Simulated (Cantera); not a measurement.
Input: 1 mol SiH₂Cl₂, 0.06 mol O₃, 1.8 mol N₂, held at 63.8 Torr.

These are equilibrium values from Cantera (NASA tables, ideal gas, pure condensed phases), not measurements of a reactor. Candidate condensed phases: H₂O, NH₄Cl, Si, SiO₂, Si₂N₂O, Si₃N₄; 47 gas species. Mutual solubility and eutectic melting of coexisting phases are not modelled. Gases not in the tables: Si₂H₆ and higher silanes. Equilibrium is a limit: real reactors are often held back by kinetics, nucleation or transport.

Task: Which condensed phases are stable at each of these points (T (K)): 1700, 1725, 1750, 1775, 1800, 1825, 1850, 1875, 1900, 1925, 1950, 1975, 2000?

Result: 
```json
[
 {"T (K)": "1700", "condensed phases": "Si₂N₂O(s) + Si₃N₄(s)", "Si condensed (%)": "45.1"},
 {"T (K)": "1725", "condensed phases": "Si₂N₂O(s) + Si₃N₄(s)", "Si condensed (%)": "41.7"},
 {"T (K)": "1750", "condensed phases": "Si₂N₂O(s) + Si₃N₄(s)", "Si condensed (%)": "38.4"},
 {"T (K)": "1775", "condensed phases": "Si₂N₂O(s) + Si₃N₄(s)", "Si condensed (%)": "35.2"},
 {"T (K)": "1800", "condensed phases": "Si₂N₂O(s)", "Si condensed (%)": "33.9"},
 {"T (K)": "1825", "condensed phases": "Si₂N₂O(s)", "Si condensed (%)": "31.9"},
 {"T (K)": "1850", "condensed phases": "Si₂N₂O(s)", "Si condensed (%)": "28.5"},
 {"T (K)": "1875", "condensed phases": "Si₂N₂O(s)", "Si condensed (%)": "23.6"},
 {"T (K)": "1900", "condensed phases": "Si₂N₂O(s)", "Si condensed (%)": "17.3"},
 {"T (K)": "1925", "condensed phases": "Si(l) + Si₂N₂O(s)", "Si condensed (%)": "9.4"},
 {"T (K)": "1950", "condensed phases": "Si(l)", "Si condensed (%)": "6.2"},
 {"T (K)": "1975", "condensed phases": "Si(l)", "Si condensed (%)": "6.3"},
 {"T (K)": "2000", "condensed phases": "Si(l)", "Si condensed (%)": "6.5"}
]
```

From 1700 K to 1775 K the condensed part is Si₂N₂O(s) + Si₃N₄(s). From 1800 K to 1900 K the condensed part is Si₂N₂O(s). At 1925 K the condensed part is Si(l) + Si₂N₂O(s). From 1950 K to 2000 K the condensed part is Si(l).
